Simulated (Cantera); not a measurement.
# Adiabatic ignition

An adiabatic, constant-pressure homogeneous reactor starts with 16.3 % CO, 9.15 % H2, 1.24 % CH4, 15.4 % O2, 57.9 % N2, equivalence ratio 0.99, at 1000 K and 310000 Pa.

Model: GRI-Mech 3.0 (53 species, 325 reactions), integrated in Cantera.

| t (s) | T (K) | x CO | x H2 | x CH4 | x O | x OH | x H | x CH2CO |
|---|---|---|---|---|---|---|---|---|
| 1.00e-6 | 1000 | 0.163 | 0.0915 | 0.0124 | 5.92e-11 | 9.12e-12 | 4.76e-11 | <1e-12 |
| 3.35e-6 | 1000 | 0.163 | 0.0915 | 0.0124 | 1.19e-10 | 2.33e-11 | 1.51e-10 | <1e-12 |
| 1.12e-5 | 1000 | 0.163 | 0.0915 | 0.0124 | 1.63e-10 | 3.65e-11 | 2.51e-10 | <1e-12 |
| 3.76e-5 | 1000 | 0.163 | 0.0915 | 0.0124 | 2.06e-10 | 5.80e-11 | 3.91e-10 | <1e-12 |
| 0.000126 | 1000 | 0.163 | 0.0915 | 0.0124 | 3.64e-10 | 1.51e-10 | 9.22e-10 | <1e-12 |
| 0.000422 | 1000 | 0.163 | 0.0915 | 0.0124 | 1.97e-9 | 1.12e-9 | 6.32e-9 | <1e-12 |
| 0.00141 | 1003 | 0.163 | 0.0913 | 0.0124 | 2.65e-7 | 1.94e-7 | 9.12e-7 | 1.38e-9 |
| 0.00474 | 2678 | 0.0494 | 0.00592 | <1e-12 | 0.00280 | 0.0113 | 0.00230 | <1e-12 |
| 0.0159 | 2674 | 0.0495 | 0.00595 | <1e-12 | 0.00270 | 0.0111 | 0.00227 | <1e-12 |
| 0.0532 | 2674 | 0.0495 | 0.00595 | <1e-12 | 0.00270 | 0.0111 | 0.00227 | <1e-12 |
| 0.178 | 2674 | 0.0495 | 0.00595 | <1e-12 | 0.00270 | 0.0111 | 0.00227 | <1e-12 |
| 0.597 | 2674 | 0.0495 | 0.00595 | <1e-12 | 0.00270 | 0.0111 | 0.00227 | <1e-12 |
| 2.00 | 2674 | 0.0495 | 0.00595 | <1e-12 | 0.00270 | 0.0111 | 0.00227 | <1e-12 |
x: mole fraction; the columns are a selection and need not sum to one.

* **time of steepest temperature rise**: 2.58 ms
* **temperature at 2.00 s**: 2674 K
* **equilibrium temperature**: 2674 K
* **x(CO) at 2.00 s**: 0.0495 (gas-phase equilibrium 0.0495)
* **x(H2) at 2.00 s**: 0.00595 (gas-phase equilibrium 0.00595)
* **x(CH4) at 2.00 s**: <1e-12 (gas-phase equilibrium <1e-12)
